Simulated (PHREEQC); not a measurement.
Cooling-tower water: speciation

A made-up water analysis in mmol/kgw, 25 °C, pH 6.49, pe 10.5: Na 0.577; K 2.3; Ca 3.62; Mg 0.129; Cl 2.45; S(6) 0.225; Alkalinity (meq/kgw) 7.6; Ni 0.0033; F 0.00777.

Valence states are taken as typed.

Computed with PHREEQC (ion-association model, wateq4f.dat).

```
Quantity                      Result
--------------------  --------------
ionic strength        0.0138 mol/kgw
charge-balance error          -0.6 %
```

```tsv
species	molality	activity	log γ
HCO3-	0.00738	0.00658	-0.050
CO2	0.00477	0.00479	0.001
Ca+2	0.00337	0.00213	-0.199
Cl-	0.00245	0.00217	-0.053
K+	0.00230	0.00204	-0.053
Na+	0.000575	0.000511	-0.051
CaHCO3+	0.000200	0.000179	-0.049
SO4-2	0.000174	0.000110	-0.201
Mg+2	0.000120	7.68e-5	-0.195
CaSO4	4.65e-5	4.67e-5	0.001
```

This is a speciation only: nothing precipitates in the calculation. Species that the database lacks are ignored. The database's nickel carbonate constants are estimates that later reviews lower a good deal.
